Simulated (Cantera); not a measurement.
What does this Cantera script print?

```python
import numpy as np
import cantera as ct

gas_names = """
    C CO COS CO2 CS CS2 C2 C2O C3 C3O2 C4 C5 Fe FeC5O5 FeO O O2 O3 S SO SO2 SO3 S2 S2O S8
""".split()
cond_names = """
    C(gr) Fe(a) Fe(c) Fe(d) Fe(L) FeC5O5(L) FeO(s) FeO(L) FeS(a) FeS(b) FeS(c) FeS(L) FeSO4(s) FeS2(s)
    Fe2O3(s) Fe2S3O12(s) Fe3O4(s) S(cr1) S(cr2) S(L)
""".split()


# ... load() reads the species with a 1 bar reference pressure and builds the phases ...
atoms = {
    'FeS2': {'Fe': 1, 'S': 2},
    'O2': {'O': 2},
    'CO2': {'C': 1, 'O': 2},
}
top_T = {'C(gr)': 4500, 'FeSO4(s)': 950, 'FeS2(s)': 1010, 'Fe2O3(s)': 1830, 'Fe2S3O12(s)': 1100, 'Fe3O4(s)': 1870}  # K; cautious upper limits of use, not melting points


# ... equilibrate(T, P, feed) seeds the gas with the atoms and calls Mixture.equilibrate('TP', solver="vcs", rtol=1e-11, max_steps=5000) ...
results = []
feed = {'FeS2': 1, 'O2': 0.95, 'CO2': 3.5}  # mol
T = 1075  # K
P = 220000  # Pa
mix = equilibrate(T, P, feed)
results.append((T, P, feed, dict(zip(mix.species_names, mix.species_moles))))
x = sorted(zip(gas.X, gas.species_names), reverse=True)
print(f"T = {T:g} K  P = {P:g} Pa  gas = {mix.phase_moles(0):.4g} mol")
print("   x: " + "  ".join(f"{s} {v:.3e}" for v, s in x if v > 1e-06))
print("   condensed (mol): " + ("  ".join(f"{mix.phase(i).name} {mix.phase_moles(i):.4g}"
      for i in range(1, mix.n_phases) if mix.phase_moles(i) > 1e-12) or "none"))
```

Result:

```
T = 1075 K  P = 220000 Pa  gas = 4.48 mol
   x: CO2 7.787e-01  SO2 2.094e-01  S2 8.361e-03  CO 2.074e-03  S2O 8.694e-04  COS 5.670e-04  SO 2.078e-05
   condensed (mol): FeS(c) 0.9764  Fe3O4(s) 0.007851
```

These are equilibrium values from Cantera (NASA tables, ideal gas, pure condensed phases), not measurements of a reactor. Mutual solubility and eutectic melting of coexisting phases are not modelled. FeS: taken at fixed stoichiometry. Gases not in the tables: S3 to S7.
